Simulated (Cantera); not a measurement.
Cantera run:

```python
import numpy as np
import cantera as ct

gas_names = """
    CL CL2 H HCL H2 Si SiCL SiCL2 SiCL3 SiCL4 SiH SiHCL3 SiH2 SiH2CL2 SiH3 SiH3CL SiH4 Si2 Si3
""".split()
cond_names = """
    Si(cr) Si(L)
""".split()


# ... load() reads the species with a 1 bar reference pressure and builds the phases ...
atoms = {
    'Si': {'Si': 1},
    'H2': {'H': 2},
    'HCl': {'H': 1, 'CL': 1},
}
top_T = {}  # K; cautious upper limits of use, not melting points


# ... equilibrate(T, P, feed) seeds the gas with the atoms and calls Mixture.equilibrate('TP', solver="vcs", rtol=1e-11, max_steps=5000) ...
results = []
feed = {'Si': 1, 'H2': 8.1, 'HCl': 0.52}  # mol
T = 1700  # K
for P in [10000, 19000, 36000, 67000, 130000, 240000, 450000, 840000, 1600000, 3000000]:
    mix = equilibrate(T, P, feed)
    results.append((T, P, feed, dict(zip(mix.species_names, mix.species_moles))))

top = {s: max(r[3][s] / sum(r[3][g] for g in gas_names) for r in results) for s in gas_names}
cols = sorted((s for s in top if top[s] > 1e-05), key=lambda s: -top[s])[:8]
seen = [c for c in cond_names if any(r[3].get(c, 0) > 1e-12 for r in results)]
print("log10 of partial pressures in bar; condensed amounts in mol")
print(f"{'P/Pa':>10s}" + "".join(f"{s[:9]:>10s}" for s in cols + seen))
for T, P, feed, n in results:
    ng = sum(n[g] for g in gas_names)
    print(f"{P:10.4g}" + "".join(f"{np.log10(max(n[s] / ng * P / 1e5, 1e-99)):10.3f}" for s in cols)
          + "".join(f"{n.get(c, 0):10.4g}" for c in seen))
```

Result:

```
log10 of partial pressures in bar; condensed amounts in mol
      P/Pa        H2       HCL     SiCL2    SiHCL3   SiH2CL2     SiCL3         H    SiH3CL     Si(L)
     1e+04    -1.024    -2.349    -3.120    -6.076    -6.223    -5.051    -4.343    -6.887    0.9333
   1.9e+04    -0.745    -2.071    -2.843    -5.521    -5.667    -4.635    -4.204    -6.331    0.9332
   3.6e+04    -0.467    -1.794    -2.567    -4.969    -5.114    -4.222    -4.065    -5.777     0.933
   6.7e+04    -0.197    -1.526    -2.301    -4.435    -4.578    -3.823    -3.930    -5.239    0.9326
   1.3e+05     0.091    -1.241    -2.019    -3.868    -4.008    -3.400    -3.786    -4.666    0.9319
   2.4e+05     0.357    -0.979    -1.762    -3.349    -3.484    -3.014    -3.653    -4.137    0.9308
   4.5e+05     0.630    -0.713    -1.503    -2.824    -2.952    -2.626    -3.516    -3.598     0.929
   8.4e+05     0.902    -0.453    -1.254    -2.315    -2.432    -2.253    -3.381    -3.067    0.9262
   1.6e+06     1.182    -0.191    -1.009    -1.808    -1.907    -1.885    -3.241    -2.524    0.9216
     3e+06     1.456     0.058    -0.787    -1.337    -1.410    -1.551    -3.104    -2.002    0.9149
```

Equilibrium computed with Cantera from the NASA thermochemical tables; the gas is ideal and each condensed phase is pure. The tables' values for SiCl3, SiCl are old estimates; treat these amounts as uncertain. Gases not in the tables: Si2H6 and higher silanes.
